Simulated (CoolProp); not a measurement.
Vapour-liquid equilibrium of R22 (1) + n-pentane (2) at 338.7 K; x and y are mole fractions of (1).

The numbers come from the multi-fluid Helmholtz-energy mixture model, Kamei 1995 and Thol 2019; pair parameters Bell 2016 in CoolProp.

```tsv
x	bubble pressure (MPa)	y at the bubble point	dew pressure at overall composition x (MPa)	liquid density (mol/L)
0.05	0.4223	0.404	0.2646	8.158
0.15	0.7460	0.668	0.2962	8.446
0.25	1.036	0.767	0.3360	8.744
0.35	1.290	0.819	0.3877	9.051
0.45	1.514	0.853	0.4575	9.370
0.55	1.718	0.879	0.5570	9.702
0.65	1.915	0.902	0.7102	10.05
0.75	2.117	0.925	0.9736	10.42
0.85	2.339	0.950	1.492	10.83
0.95	2.592	0.981	2.337	11.28
```

No azeotrope shows between x = 0.05 and 0.95.

Pair parameters are fitted to limited data, so mixtures are less certain than the pure fluids. The gap from Raoult's law changes sign with composition, which may be real or a fault of the pair parameters; it wasn't checked against measurements.
